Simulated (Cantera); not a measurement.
Mixture: C2H4 : O2 : N2 : CO2 = 1 : 2 : 7.52 : 0.23 (molar parts), equivalence ratio 1.5, at 3900 Torr, adiabatic and at constant volume. Ignition delay is the time to a rise of 400 K.

Cantera simulation using GRI-Mech 3.0 (53 species, 325 reactions); the numbers are that mechanism's predictions, not measurements. GRI-Mech 3.0 was tuned for natural gas; its chemistry of ethylene as a main component is partial and can be far from experiment.

Question: Predict: delay at 1025 K; delay at 1100 K; delay at 1175 K; delay at 1250 K; delay at 1325 K; delay at 1400 K; apparent activation energy between 1250 and 1400 K.

Answer: 
| Property | Result |
|---|---|
| delay at 1025 K | 76.5 ms |
| delay at 1100 K | 12.7 ms |
| delay at 1175 K | 1.62 ms |
| delay at 1250 K | 0.241 ms |
| delay at 1325 K | 49.1 µs |
| delay at 1400 K | 16.4 µs |
| apparent activation energy between 1250 and 1400 K | 260 kJ/mol |
